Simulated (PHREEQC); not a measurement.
Make-up at 25 °C: 0.0024 mol/kgw CuSO4, 6.7e-05 mol/kgw ZnCl2, 0.0016 mol/kgw LiNO3 and 0.016 mol/kgw Ni(NO3)2. Closed to the air; pH follows from the charge balance.

All values are PHREEQC results (ion-association model, wateq4f.dat), not measurements.

Precipitation was switched off in this run.

### Question
Estimate the pH, ionic strength.

### Answer
pH 5.18; ionic strength 0.0555 mol/kgw.

### Question
In which forms is S present?

### Answer
SO4-2 60 %, NiSO4 34 %, CuSO4 5.7 % of the S.

The solution is supersaturated, for example in Brochantite, Antlerite, so a real one may precipitate; this is no full list.
